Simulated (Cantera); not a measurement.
A perfectly stirred reactor is fed with 5.29 % CH₄, 0.952 % CO, 19.7 % O₂, 74.0 % N₂, at 0.310 bar; it is adiabatic with a 625 K inlet, and is followed from long to short residence time, starting on the burning branch (τ in s: 0.051, 0.024, 0.011, 0.005, 0.0023, 0.0011, 0.00049, 0.00023, 0.0001, 4.8e-05, 2.2e-05).

Computed with Cantera and GRI-Mech 3.0 (53 species, 325 reactions).

One state of this run: T (K) = 1637; x CH₄ = 0.000271; x CO = 0.0130; x O₂ = 0.0912; x CH₃ = 3.16e-5; x NO = 6.37e-6; x CO₂ = 0.0484; x O = 0.00630. x: mole fraction; the columns are a selection and need not sum to one.

Problem. Which value of τ (s) does it belong to?
A) 0.024
B) 0.0050
C) 0.0023
D) 0.0011

Solution. D, 0.0011
